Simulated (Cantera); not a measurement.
# Pyrogenic steam for wet oxidation

A perfectly stirred reactor is fed with 46.9 % H2, 31.2 % O2, 21.9 % N2, at 0.133 bar; it is held at 1050 K, and followed from long to short residence time.

Model: the H2/O2 subset of GRI-Mech 3.0, which has no nitrogen chemistry, integrated in Cantera. The temperature is held fixed by assumption; the heat of reaction is taken as removed at once.

| τ (s) | x H2 | x O2 | x H2O | x OH | x H2O2 | x H | x O |
|---|---|---|---|---|---|---|---|
| 2.7 | 0.00102 | 0.102 | 0.611 | 0.000121 | 2.20e-6 | 1.29e-5 | 2.37e-5 |
| 0.94 | 0.00191 | 0.103 | 0.610 | 0.000183 | 3.11e-6 | 3.68e-5 | 5.34e-5 |
| 0.33 | 0.00352 | 0.103 | 0.607 | 0.000281 | 3.85e-6 | 0.000104 | 0.000115 |
| 0.12 | 0.00624 | 0.105 | 0.603 | 0.000429 | 4.33e-6 | 0.000282 | 0.000233 |
| 0.042 | 0.0112 | 0.107 | 0.596 | 0.000666 | 4.63e-6 | 0.000784 | 0.000466 |
| 0.015 | 0.0195 | 0.110 | 0.584 | 0.00103 | 4.78e-6 | 0.00210 | 0.000887 |
| 0.0052 | 0.0341 | 0.117 | 0.561 | 0.00159 | 4.79e-6 | 0.00557 | 0.00167 |
x: mole fraction; the columns are a selection and need not sum to one.
